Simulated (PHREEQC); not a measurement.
## Alkaline etch or developer (model solution)

Dissolve 0.016 mol/kgw NH3 and 0.00029 mol/kgw Na2SiO3 at 25 °C. Closed to the air; pH follows from the charge balance.

Equilibrium calculation in PHREEQC: ion-association model, phreeqc.dat.

Each row changes one thing in this solution. This is a speciation only: nothing precipitates in the calculation.

| case | pH | ionic strength (mol/kgw) | NH4+ (mol/kgw) | H3SiO4- (mol/kgw) | H4SiO4 (mol/kgw) | H2SiO4-2 (mol/kgw) | SI of Quartz (SiO2) |
|---|---|---|---|---|---|---|---|
| as made | 10.84 | 0.000992 | 0.000411 | 0.000264 | 2.50e-5 | 1.37e-6 | -0.62 |
| Na2SiO3 from 0.00029 to 0.00058 mol/kgw | ___ | 0.00149 | 0.000324 | 0.000537 | 3.92e-5 | 3.68e-6 | -0.43 |
| diluted 2-fold with water | ___ | 0.000598 | 0.000307 | 0.000126 | 1.84e-5 | 4.21e-7 | -0.75 |
| Na2SiO3 from 0.00029 to 0.0029 mol/kgw | ___ | 0.00598 | 0.000111 | 0.00277 | 6.32e-5 | 6.54e-5 | -0.22 |
| NH3 from 0.016 to 0.0032 mol/kgw | ___ | 0.000708 | 0.000128 | 0.000251 | 3.79e-5 | 8.14e-7 | -0.44 |
| NH3 from 0.016 to 0.0144 mol/kgw | 10.82 | 0.000964 | 0.000383 | 0.000263 | 2.59e-5 | 1.32e-6 | -0.61 |
| 0.0021 mol/kgw Ca(OH)2 added | 11.61 | 0.00676 | 7.60e-5 | 0.000276 | 4.25e-6 | 9.72e-6 | -1.39 |

**Question.** Some entries are withheld; supply them.

**Answer.** 
- Na2SiO3 from 0.00029 to 0.00058 mol/kgw, pH: 10.95
- diluted 2-fold with water, pH: 10.65
- Na2SiO3 from 0.00029 to 0.0029 mol/kgw, pH: 11.44
- NH3 from 0.016 to 0.0032 mol/kgw, pH: 10.64
